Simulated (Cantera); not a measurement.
A freely propagating, adiabatic, planar premixed flame of H2 : O2 : N2 = 1 : 0.806 : 3.03 (molar parts), unburnt at 475 K and 470000 Pa; mixture-averaged transport, grid criteria slope 0.08 and curve 0.16, no radiation.

Computed with Cantera and the H2/O2 subset of GRI-Mech 3.0, which has no nitrogen chemistry. The hydrogen kinetics of GRI-Mech 3.0 are dated; newer H2 mechanisms differ, most at raised pressure. Burning velocities carry a grid error of a few per cent, more on coarse grids. Lean hydrogen flames are cellular in practice and burn faster than this planar one.

x: mole fraction of selected species; z is measured from the peak of heat release.

| z (mm) | T (K) | u (m/s) | x H2 | x O2 | x OH | x H | x H2O | x O |
|---|---|---|---|---|---|---|---|---|
| -0.215 | 475 | 1.34 | 0.205 | 0.167 | <1e-8 | <1e-8 | 1.54e-5 | <1e-8 |
| -0.143 | 477 | 1.33 | 0.199 | 0.168 | <1e-8 | <1e-8 | … | <1e-8 |
| -0.107 | 482 | 1.33 | 0.191 | 0.170 | <1e-8 | <1e-8 | 0.000554 | 1.11e-8 |
| -0.0716 | 505 | 1.37 | 0.171 | 0.173 | <1e-8 | <1e-8 | 0.00310 | 1.11e-7 |
| -0.0358 | 704 | 1.83 | 0.120 | 0.171 | 3.31e-5 | 1.99e-5 | 0.0303 | 1.35e-5 |
| -0.0179 | 1024 | 2.61 | 0.0808 | 0.152 | 0.000535 | 0.000673 | 0.0771 | 0.000295 |
| 0 | 1371 | 3.48 | 0.0436 | 0.122 | 0.00220 | 0.00286 | 0.135 | 0.00176 |
| 0.0179 | 1603 | 4.06 | 0.0198 | 0.0963 | 0.00492 | 0.00396 | 0.176 | 0.00335 |
| 0.0358 | 1733 | 4.39 | 0.00967 | 0.0842 | 0.00669 | 0.00324 | 0.196 | 0.00362 |
| 0.0716 | 1852 | 4.68 | 0.00391 | 0.0779 | 0.00685 | 0.00145 | 0.208 | 0.00248 |
| 0.143 | 1923 | 4.85 | … | 0.0766 | … | … | 0.215 | … |
| 0.287 | 1952 | 4.91 | 0.000423 | 0.0767 | 0.00282 | 5.50e-5 | 0.218 | 0.000302 |
| 0.573 | 1961 | 4.93 | 0.000140 | 0.0769 | 0.00172 | 1.14e-5 | 0.219 | 0.000108 |

Task: What belongs in the gaps?

Result: 
- -0.143, x H2O: 0.000174
- 0.143, x H2: 0.00143
- 0.143, x OH: 0.00485
- 0.143, x H: 0.000338
- 0.143, x O: 0.000988
